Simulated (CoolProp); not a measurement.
R245ca at 397.04 K and 2.79 MPa is throttled through a valve to 0.0675 MPa with no heat exchange. Each further row changes one setting.

Computed with CoolProp (reference Helmholtz-energy equation of state, Zhou 2016).

```csv
case,temperature change (K),final phase,final density (kg/m³)
as stated,-108.7,"two-phase, vapour fraction 0.763",5.09
outlet pressure 0.0203 MPa,-134.2,"two-phase, vapour fraction 0.869",1.45
outlet pressure 0.0878 MPa,-102.3,"two-phase, vapour fraction 0.734",6.77
```
